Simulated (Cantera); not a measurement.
Ignition delay

Mixture: 14.6 % CO, 8.16 % H2, 16.2 % O2, 61.1 % N2, equivalence ratio 0.70, at 1400000 Pa, adiabatic and at constant pressure. Ignition delay is the time to a rise of 400 K.

Model: GRI-Mech 3.0 (53 species, 325 reactions), integrated in Cantera. The hydrogen kinetics of GRI-Mech 3.0 are dated; newer H2 mechanisms differ, most at raised pressure. The pressure lies above the range GRI-Mech 3.0 was tuned for (to about 10 atm).

```tsv
T0 (K)	delay (ms)
1175	0.0907
1250	0.0170
1325	0.00551
1400	0.00301
1475	0.00205
```

apparent activation energy between 1325 and 1475 K: 110 kJ/mol
